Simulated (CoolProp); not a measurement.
Values from CoolProp's reference Helmholtz-energy equation of state, Zhou 2012.

Q: For p-xylene, give the phase and the cp (kJ/(kg K)), cv (kJ/(kg K)), speed of sound (m/s), conductivity (mW/(m K)) at 479.4 K and 0.112 MPa; 479.4 K and 0.578 MPa; 479.4 K and 15.5 MPa.

A: 
- 479.4 K and 0.112 MPa: gas; cp 1.87, cv 1.78, speed of sound 193, conductivity 27.7
- 479.4 K and 0.578 MPa: liquid; cp 2.39, cv 1.90, speed of sound 627, conductivity 88.0
- 479.4 K and 15.5 MPa: liquid; cp 2.30, cv 1.89, speed of sound 801, conductivity 96.4

Thermal conductivity comes from a separate model (Mylona 2014).
